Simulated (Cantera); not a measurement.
Input: 1 mol PH₃, 6.5 mol H₂, 0.048 mol H₂O, at 1475 K and 9.00 Torr.

These are equilibrium values from Cantera (NASA tables, ideal gas, pure condensed phases), not measurements of a reactor. Candidate condensed phases: H₂O, P, P₄O₁₀; 17 gas species. Gases not in the tables: HPO₂, HPO₃ and P₄O₆. Kinetics and transport are ignored.

Base state: H₂ 0.936, P₂ 0.0582, H₂O 0.00534, PO 0.000261, H 0.000115, P₄ 6.40e-5 (mole fractions); condensed: gas only.

Problem. What changes in the equilibrium state with this change: H₂ from 6.5 to 0.16 mol?

Solution. 
```csv
species,before,after
H₂,0.936,0.754
P₂,0.0582,0.223
H₂O,0.00534,0.0191
PO₂,4.28e-6,0.000165
P₄,6.40e-5,0.000941
PO,0.000261,0.00227
```

Problem. What changes in the equilibrium state with this change: temperature from 1475 K to 2223 K?

Solution. 
```
species    before     after
-------  --------  --------
H₂          0.936     0.883
H        0.000115    0.0549
P₂         0.0582    0.0525
P         4.48e-6   0.00389
OH        1.71e-8   1.22e-5
P₄        6.40e-5   1.34e-7
PH        4.23e-6  0.000347
PO       0.000261   0.00405
```
